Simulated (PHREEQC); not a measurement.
1 kg of water holding 0.013 mol NaOH meets 20 L of dry gas (O2 1 by moles) at fixed total pressure, at 50 °C; fugacities by Peng-Robinson. The gases take part in no redox reaction, some water evaporates into the gas, and hydrates or a liquid gas phase aren't modelled. Nothing may precipitate in this run.

Computed with PHREEQC (ion-association model, phreeqc.dat).

```json
[
 {"P (atm)": "2", "dissolved O2 (mol/kgw)": "0.00174", "φ of O2": "0.999"},
 {"P (atm)": "5", "dissolved O2 (mol/kgw)": "0.00450", "φ of O2": "(withheld)"},
 {"P (atm)": "10", "dissolved O2 (mol/kgw)": "0.00903", "φ of O2": "(withheld)"},
 {"P (atm)": "20", "dissolved O2 (mol/kgw)": "0.0178", "φ of O2": "0.987"},
 {"P (atm)": "30", "dissolved O2 (mol/kgw)": "(withheld)", "φ of O2": "(withheld)"},
 {"P (atm)": "40", "dissolved O2 (mol/kgw)": "(withheld)", "φ of O2": "0.976"},
 {"P (atm)": "50", "dissolved O2 (mol/kgw)": "(withheld)", "φ of O2": "0.970"},
 {"P (atm)": "75", "dissolved O2 (mol/kgw)": "0.0610", "φ of O2": "(withheld)"},
 {"P (atm)": "100", "dissolved O2 (mol/kgw)": "0.0781", "φ of O2": "0.947"},
 {"P (atm)": "150", "dissolved O2 (mol/kgw)": "0.108", "φ of O2": "0.929"},
 {"P (atm)": "200", "dissolved O2 (mol/kgw)": "0.134", "φ of O2": "0.917"},
 {"P (atm)": "300", "dissolved O2 (mol/kgw)": "0.177", "φ of O2": "(withheld)"},
 {"P (atm)": "400", "dissolved O2 (mol/kgw)": "0.211", "φ of O2": "0.909"}
]
```

Question: Fill in the missing entries.

Answer: 
- 5, φ of O2: 0.997
- 10, φ of O2: 0.994
- 30, dissolved O2 (mol/kgw): 0.0263
- 30, φ of O2: 0.981
- 40, dissolved O2 (mol/kgw): 0.0345
- 50, dissolved O2 (mol/kgw): 0.0424
- 75, φ of O2: 0.958
- 300, φ of O2: 0.905

At this temperature some constants are extrapolated from 25 °C, and those without enthalpy data are left unchanged.
